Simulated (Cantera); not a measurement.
A closed system holds: 1 mol Si2Cl6, 0.029 mol HCl, 5.3 mol N2, held at 88000 Pa.

Equilibrium computed with Cantera from the NASA thermochemical tables; the gas is ideal and each condensed phase is pure. Candidate condensed phases: NH4Cl, Si, Si3N4; 28 gas species. The feed counts by its element totals alone. N2 is the only nitrogen source here; it is nearly inert below about 1500 K, so the nitride shown seldom forms there in practice. The tables' values for SiCl3 are old estimates; treat these amounts as uncertain. Equilibrium is a limit: real reactors are often held back by kinetics, nucleation or transport.

log p: log10 of the partial pressure in bar; n: condensed amount in mol.

```tsv
T (K)	log p N2	log p SiCl4	log p SiCl3	log p SiCl2	n Si3N4(s)
950	-0.17	-0.69	-4.99	___	0.167
1025	-0.17	-0.69	-4.32	___	0.167
1100	-0.17	-0.69	-3.74	___	0.167
1175	-0.17	-0.69	-3.24	___	0.166
1250	-0.17	-0.70	-2.80	___	0.166
1325	-0.17	-0.70	-2.42	___	0.164
1400	-0.17	-0.71	-2.08	___	0.160
1475	-0.17	-0.73	-1.78	___	0.150
```

Question: Complete the blanks.

Answer: 
- 950, log p SiCl2: -7.76
- 1025, log p SiCl2: -6.63
- 1100, log p SiCl2: -5.65
- 1175, log p SiCl2: -4.80
- 1250, log p SiCl2: -4.06
- 1325, log p SiCl2: -3.40
- 1400, log p SiCl2: -2.82
- 1475, log p SiCl2: -2.31
